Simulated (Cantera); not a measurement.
What does this Cantera script print?

```python
import numpy as np
import cantera as ct

gas = ct.Solution("gri30.yaml")
gas.TPX = 1150, 16000, {'N2O': 1, 'N2': 0.91}
reactor = ct.IdealGasConstPressureReactor(gas, energy="off", clone=False)
net = ct.ReactorNet([reactor])
net.rtol, net.atol = 1e-08, 1e-18
show = ['N2O', 'NO', 'O', 'O2', 'N2', 'NO2']
times = np.geomspace(0.0002, 3, 13)

steps = ct.SolutionArray(gas, extra=["t"])
rows = []
print(f"{'t/s':>10s}{'T/K':>9s}{'P/Pa':>11s}" + "".join(f"{s:>11s}" for s in show))
for t in times:
    while net.time < t:
        t_next = net.step()
        steps.append(gas.state, t=t_next)
    rows.append([np.interp(t, steps.t, y) for y in (steps.T, steps.P, *steps(*show).X.T)])
    print(f"{t:10.3e}{rows[-1][0]:9.1f}{rows[-1][1]:11.4g}" + "".join(f"{x:11.3e}" for x in rows[-1][2:]))
rate = np.gradient(steps.T, steps.t)
print("integrator steps:", len(steps.t))
if steps.T.max() > steps.T[0] + 200:
    print(f"time of steepest temperature rise: {steps.t[rate.argmax()]:.4e} s")
gas.TPX = 1150, 16000, {'N2O': 1, 'N2': 0.91}
gas.equilibrate("TP")
print(f"equilibrium (TP): T = {gas.T:.1f} K  " + "  ".join(f"{s} {gas[s].X[0]:.3e}" for s in show))
```

Output:

```
       t/s      T/K       P/Pa        N2O         NO          O         O2         N2        NO2
 2.000e-04   1150.0    1.6e+04  5.236e-01  2.010e-07  7.285e-07  1.074e-06  4.764e-01  1.432e-13
 4.457e-04   1150.0    1.6e+04  5.236e-01  5.889e-07  7.998e-07  3.147e-06  4.764e-01  1.228e-12
 9.932e-04   1150.0    1.6e+04  5.235e-01  1.480e-06  8.039e-07  7.907e-06  4.765e-01  7.744e-12
 2.213e-03   1150.0    1.6e+04  5.235e-01  3.467e-06  8.039e-07  1.852e-05  4.765e-01  4.247e-11
 4.932e-03   1150.0    1.6e+04  5.234e-01  7.893e-06  8.039e-07  4.218e-05  4.765e-01  2.195e-10
 1.099e-02   1150.0    1.6e+04  5.233e-01  1.776e-05  8.039e-07  9.487e-05  4.766e-01  1.097e-09
 2.449e-02   1150.0    1.6e+04  5.230e-01  3.972e-05  8.039e-07  2.122e-04  4.768e-01  5.346e-09
 5.459e-02   1150.0    1.6e+04  5.223e-01  8.859e-05  8.038e-07  4.735e-04  4.772e-01  2.513e-08
 1.216e-01   1150.0    1.6e+04  5.207e-01  1.972e-04  8.037e-07  1.054e-03  4.781e-01  1.107e-07
 2.711e-01   1150.0    1.6e+04  5.171e-01  4.374e-04  8.033e-07  2.340e-03  4.801e-01  4.309e-07
 6.041e-01   1150.0    1.6e+04  5.093e-01  9.651e-04  8.023e-07  5.166e-03  4.846e-01  1.385e-06
 1.346e+00   1150.0    1.6e+04  4.924e-01  2.104e-03  7.999e-07  1.128e-02  4.942e-01  3.645e-06
 3.000e+00   1150.0    1.6e+04  4.573e-01  4.473e-03  7.943e-07  2.402e-02  5.142e-01  8.398e-06
integrator steps: 470
equilibrium (TP): T = 1150.0 K  N2O 3.821e-09  NO 1.316e-04  O 9.525e-09  O2 2.074e-01  N2 7.925e-01  NO2 1.132e-06
```

Cantera simulation using GRI-Mech 3.0 (53 species, 325 reactions); the numbers are that mechanism's predictions, not measurements. GRI-Mech 3.0 was tuned for natural gas; its chemistry of N2O as a main component is partial and can be far from experiment. The mechanism lacks the step 2 NO + O2 → 2 NO2, which can matter for NO2 below about 1400 K. The temperature is held fixed by assumption; the heat of reaction is taken as removed at once.
